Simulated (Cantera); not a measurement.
**Thermodynamics of carbothermic reduction, feed Cu₂O + CO + H₂**

Charge: 1 mol Cu₂O, 7.3 mol CO, 1.6 mol H₂, at 1950 K and 3530 Torr.

These are equilibrium values from Cantera (NASA tables, ideal gas, pure condensed phases), not measurements of a reactor. Candidate condensed phases: C, C₆H₆, C₇H₈, C₈H₁₈, Cu, CuO, Cu(OH)₂, Cu₂O, H₂O; 113 gas species. Rates play no part.

- x(CO) = 0.756
- x(H₂) = 0.131
- x(CO₂) = 0.0637
- x(H₂O) = 0.0486
- x(Cu) = 0.000569
- x(H) = 0.000191
- x(OH) = 6.44e-6
- x(Cu₂) = 1.97e-6
- n(Cu(l)) = 1.99 mol
- gas amount = 8.906 mol
- log10 activity of C(graphite) (absent) = -2.86
